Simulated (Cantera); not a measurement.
Input: 1 mol Si3N4, 250 mol H2, 0.95 mol N2, 5.8 mol O2, at 1825 K and 0.0100 bar.

Method: chemical equilibrium by Gibbs-energy minimisation in Cantera with the NASA 1993 tables (ideal gas, pure condensed phases). Candidate condensed phases: H2O, Si, SiO2, Si2N2O, Si3N4; 35 gas species. The tables hold silica as quartz up to 1696 K and as liquid above; real silica turns to tridymite and cristobalite and melts near 1996 K. Equilibrium is a limit: real reactors are often held back by kinetics, nucleation or transport.

Base state: H2 0.942, H2O 0.0322, N2 0.0115, SiO 0.0104, H 0.00427, OH 1.02e-5 (mole fractions); condensed: SiO2(condensed).

**Question.** What changes in the equilibrium state with this change: Si3N4 replaced by AlN?

**Answer.** 
| species | before | after |
|---|---|---|
| H2 | 0.942 | 0.950 |
| H2O | 0.0322 | 0.0401 |
| N2 | 0.0115 | 0.00575 |
| SiO | 0.0104 | 0 |
| OH | 1.02e-5 | 1.27e-5 |
| H | 0.00427 | 0.00429 |
| SiO2(condensed), mol | 0.344 | 0 |
| Al2O3(s), mol | 0 | 0.500 |
Further candidate phases: Al, AlN, Al2O3.

**Question.** What changes in the equilibrium state with this change: H2 from 250 to 11 mol?

**Answer.** 
```json
[
 {"species": "H2O", "before": "0.0322", "after": "0.401"},
 {"species": "H2", "before": "0.942", "after": "0.385"},
 {"species": "N2", "before": "0.0115", "after": "0.211"},
 {"species": "SiO", "before": "0.0104", "after": "0.000341"},
 {"species": "OH", "before": "1.02e-5", "after": "0.000199"},
 {"species": "H", "before": "0.00427", "after": "0.00273"},
 {"species": "SiO2(condensed), mol", "before": "0.344", "after": "3.00"}
]
```
